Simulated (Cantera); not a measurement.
Charge: 1 mol Al, 0.45 mol Cl₂, equilibrated at 300 °C and 1.00 Torr.

These are equilibrium values from Cantera (NASA tables, ideal gas, pure condensed phases), not measurements of a reactor. Candidate condensed phases: Al, AlCl₃; 8 gas species. The numbers say what is thermodynamically allowed, not how fast it happens.

Base state: Al₂Cl₆ 0.662, AlCl₃ 0.338 (mole fractions); condensed: Al(s).

Task: What changes in the equilibrium state with this change: temperature from 300 °C to 900 °C?

Result: 
```json
[
 {"species": "AlCl", "before": "1.20e-6", "after": "0.973"},
 {"species": "AlCl₂", "before": "2.01e-6", "after": "0.0166"},
 {"species": "AlCl₃", "before": "0.338", "after": "0.0107"},
 {"species": "Al₂Cl₆", "before": "0.662", "after": "2.03e-9"},
 {"species": "Al(s), mol", "before": "0.700", "after": "0"},
 {"species": "Al(l), mol", "before": "0", "after": "0.133"}
]
```
The tables' values for AlCl₂ are old estimates; treat these amounts as uncertain.

Task: What changes in the equilibrium state with this change: temperature from 300 °C to 1150 °C?

Result: 
```json
[
 {"species": "AlCl", "before": "1.20e-6", "after": "0.996"},
 {"species": "Al", "before": "<1e-9", "after": "0.00260"},
 {"species": "AlCl₂", "before": "2.01e-6", "after": "0.00107"},
 {"species": "Al₂Cl₆", "before": "0.662", "after": "<1e-9"},
 {"species": "AlCl₃", "before": "0.338", "after": "1.22e-5"},
 {"species": "Al(s), mol", "before": "0.700", "after": "0"},
 {"species": "Al(l), mol", "before": "0", "after": "0.0986"}
]
```
The tables' values for AlCl₂ are old estimates; treat these amounts as uncertain.
